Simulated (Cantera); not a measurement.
Input: 1 mol PH3, 0.02 mol O2, at 0.100 bar.

These are equilibrium values from Cantera (NASA tables, ideal gas, pure condensed phases), not measurements of a reactor. Candidate condensed phases: H2O, P, P4O10; 17 gas species. Gases not in the tables: HPO2, HPO3 and P4O6. Rates play no part.

At 2773 K, list the 6 most abundant gas species with their mole fractions, and the condensed phases.

H2 0.571, P2 0.192, H 0.178, P 0.0378, PO 0.0164, PH 0.00313. Condensed: gas only.
